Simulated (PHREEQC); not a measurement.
Solution (25 °C): 7.6 mol/kgw KOH, 0.15 mol/kgw K2SO4 and 0.75 mol/kgw KBr. Closed to the air; pH follows from the charge balance.

All values are PHREEQC results (Pitzer model, pitzer.dat), not measurements.

This is a speciation only: nothing precipitates in the calculation.

Q: What pH does the model give?

A: pH 16.16.

Examples of supersaturated solids here: Arcanite. Others may be too. In brines, pH and single-ion activities rest on the MacInnes convention.
